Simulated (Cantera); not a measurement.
Thermodynamics of titanium nitride, carbide and oxide coatings, feed Ti(OiPr)4 + H2O + N2 + CH4

Input: 1 mol Ti(OiPr)4, 0.15 mol H2O, 290 mol N2, 5.5 mol CH4, held at 1725 °C and 0.135 Torr.

These are equilibrium values from Cantera (NASA tables, ideal gas, pure condensed phases), not measurements of a reactor. Candidate condensed phases: C, C6H6, C7H8, C8H18, H2O, Ti, TiC, TiN, TiO, TiO2, Ti2O3, Ti3O5, Ti4O7; 139 gas species. The feed counts by its element totals alone. TiC: taken at fixed stoichiometry. Rates play no part.

```json
{
 "x(N2)": "0.893",
 "x(H2)": "0.0610",
 "x(H)": "0.0296",
 "x(CO)": "0.0128",
 "x(HCN)": "0.00342",
 "x(HNC)": "0.000193",
 "x(C2H2 (acetylene))": "4.63e-5",
 "x(CN)": "3.88e-5",
 "x(Ti)": "4.09e-6",
 "n(C(graphite))": "11.1 mol",
 "n(TiC(s))": "0.999 mol",
 "gas_amount": "324.1 mol",
 "log10 activity of Ti(l) (absent)": "-4.12",
 "log10 activity of Ti2O3(s) (absent)": "-21.75",
 "log10 activity of Ti3O5(s) (absent)": "-36.17"
}
```
